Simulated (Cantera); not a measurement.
A perfectly stirred reactor is fed with 7.75 % CH₄, 19.4 % O₂, 72.9 % N₂, equivalence ratio 0.80, at 10.0 bar; it is adiabatic with a 575 K inlet, and is followed from long to short residence time, starting on the burning branch (τ in s: 0.062, 0.033, 0.017, 0.0089, 0.0046, 0.0024, 0.0013, 0.00066, 0.00034, 0.00018, 9.4e-05, 4.9e-05, 2.6e-05).

Cantera simulation using GRI-Mech 3.0 (53 species, 325 reactions); the numbers are that mechanism's predictions, not measurements.

x: mole fraction; the columns are a selection and need not sum to one.

```csv
τ (s),T (K),x CH₄,x O₂,x C₂H₄,x CH₂CO,x HCO,x N₂O,x HCN
0.062,2201,9.93e-7,0.0376,2.05e-11,8.35e-11,3.17e-9,8.87e-7,9.38e-8
0.033,2202,1.83e-6,0.0379,6.92e-11,1.70e-10,5.93e-9,8.99e-7,1.19e-7
0.017,2203,(withheld),0.0382,2.46e-10,3.79e-10,(withheld),9.17e-7,(withheld)
0.0089,2202,6.39e-6,0.0384,8.20e-10,8.88e-10,2.20e-8,9.49e-7,1.66e-7
0.0046,2200,1.17e-5,0.0386,2.65e-9,2.26e-9,4.26e-8,1.01e-6,1.93e-7
0.0024,2196,(withheld),0.0389,(withheld),(withheld),(withheld),(withheld),(withheld)
0.0013,2190,3.39e-5,0.0392,1.96e-8,1.45e-8,1.52e-7,1.24e-6,2.77e-7
0.00066,2179,5.72e-5,0.0397,4.90e-8,3.80e-8,3.03e-7,1.41e-6,3.53e-7
0.00034,2162,9.40e-5,0.0405,1.11e-7,9.39e-8,5.95e-7,1.55e-6,4.59e-7
0.00018,2140,0.000151,0.0417,2.32e-7,2.16e-7,1.14e-6,1.61e-6,5.98e-7
9.4e-5,2108,0.000252,0.0435,4.99e-7,5.03e-7,2.20e-6,1.58e-6,7.94e-7
4.9e-5,2063,0.000446,0.0464,1.18e-6,1.23e-6,4.26e-6,1.44e-6,1.07e-6
2.6e-5,1995,0.000909,0.0514,3.69e-6,3.69e-6,8.13e-6,1.20e-6,1.43e-6
```

**Question.** What belongs in the gaps?

**Answer.** 
- 0.017, x CH₄: 3.47e-6
- 0.017, x HCO: 1.15e-8
- 0.017, x HCN: 1.43e-7
- 0.0024, x CH₄: 2.05e-5
- 0.0024, x C₂H₄: 7.78e-9
- 0.0024, x CH₂CO: 5.88e-9
- 0.0024, x HCO: 8.21e-8
- 0.0024, x N₂O: 1.11e-6
- 0.0024, x HCN: 2.29e-7
